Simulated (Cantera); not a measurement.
Predominance diagram of Mg at 1602 °C against the partial pressures of O2 and F2 (log10, bar). Cantera with NASA thermochemical tables; ideal gases at 1 bar, condensed phases pure. Candidates: Mg(l), MgF2(l), MgO(s). Only these pure phases compete in this equilibrium. Not in the tables: oxide halides.

**Question.** Which phase is stable at these pairs, and which metal-bearing vapour leads over it? (-7.4, -8.4); (-4.1, -12.7); (-3.3, -14.8); (-14, -6.3); (-8.2, -14.8); (-1.6, -14.8); (-4.9, -10.6)

**Answer.** 
| log p(O2) | log p(F2) | phase | chief vapour | log p (bar) |
|---|---|---|---|---|
| -7.4 | -8.4 | MgF2(l) | MgF2 | -2.1 |
| -4.1 | -12.7 | MgF2(l) | MgF2 | -2.1 |
| -3.3 | -14.8 | MgO(s) | MgF2 | -3.5 |
| -14 | -6.3 | MgF2(l) | MgF2 | -2.1 |
| -8.2 | -14.8 | MgF2(l) | MgF2 | -2.1 |
| -1.6 | -14.8 | MgO(s) | MgF2 | -4.3 |
| -4.9 | -10.6 | MgF2(l) | MgF2 | -2.1 |
